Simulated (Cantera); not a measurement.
Input: 1 mol Mg(OH)₂, 0.75 mol H₂O, 0.023 mol C, held at 5.90 bar.

Equilibrium computed with Cantera from the NASA thermochemical tables; the gas is ideal and each condensed phase is pure. Candidate condensed phases: C, C₆H₆, C₇H₈, C₈H₁₈, H₂O, Mg, MgCO₃, MgO, Mg(OH)₂; 116 gas species. Rates play no part. All values below are at 1150 °C.

Base state: H₂O 0.962, H₂ 0.0252, CO₂ 0.0122, CO 0.000728 (mole fractions); condensed: MgO(s).

What changes in the equilibrium state with this change: Mg(OH)₂ replaced by MgCO₃?


```json
[
 {"species": "CO₂", "before": "0.0122", "after": "0.557"},
 {"species": "H₂O", "before": "0.962", "after": "0.417"},
 {"species": "CO", "before": "0.000728", "after": "0.0195"},
 {"species": "H₂", "before": "0.0252", "after": "0.00643"},
 {"species": "MgO(s), mol", "before": "1.00", "after": "1.00"}
]
```
